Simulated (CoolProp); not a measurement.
R245ca along the isobar 0.132 MPa: density (kg/m³) from the reference equation and from simpler models built on Tc = 174.4 °C, pc = 3.941 MPa, ω = 0.355; each cubic takes its own stable root.

The numbers come from the reference Helmholtz-energy equation of state, Zhou 2016 in CoolProp.

| T (°C) | phase | reference | van der Waals | Redlich-Kwong | Soave-Redlich-Kwong | Peng-Robinson |
|---|---|---|---|---|---|---|
| 18.05 | liquid | 1405 | 7.516 | 7.603 | 1297 | 1466 |
| 46.05 | gas | 6.944 | 6.820 | 6.873 | 6.907 | 6.919 |
| 60.05 | gas | 6.613 | 6.519 | 6.562 | 6.587 | 6.598 |
| 74.05 | gas | 6.315 | 6.244 | 6.278 | 6.298 | 6.308 |
| 87.95 | gas | 6.048 | 5.994 | 6.021 | 6.036 | 6.046 |
| 101.95 | gas | 5.803 | 5.762 | 5.784 | 5.795 | 5.804 |
| 115.95 | gas | 5.578 | 5.547 | 5.565 | 5.573 | 5.581 |
| 129.95 | gas | 5.372 | 5.349 | 5.363 | 5.368 | 5.376 |
| 143.85 | gas | 5.183 | 5.165 | 5.176 | 5.180 | 5.187 |
| 157.85 | gas | 5.006 | 4.993 | 5.002 | 5.003 | 5.010 |

At some of these states van der Waals, Redlich-Kwong gives the other phase, because its saturation line lies elsewhere.
